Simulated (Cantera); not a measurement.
## Ignition delay

Mixture: 28.7 % H2, 14.9 % O2, 56.2 % N2, 0.218 % NO, at 760 Torr, adiabatic and at constant pressure. Ignition delay is the time to a rise of 400 K.

Detailed kinetics in Cantera: GRI-Mech 3.0 (53 species, 325 reactions). The mechanism lacks 2 NO + O2 → 2 NO2 and HONO, so NO2 and the effect of NO are under-described below about 1400 K. Where the delays flatten at high temperature, the 400 K rule measures the pace of heat release, not the induction time.

| T0 (K) | delay (ms) |
|---|---|
| 975 | 0.258 |
| 1050 | 0.124 |
| 1125 | 0.0707 |
| 1200 | 0.0460 |
| 1275 | 0.0328 |
| 1350 | 0.0253 |
| 1425 | 0.0208 |
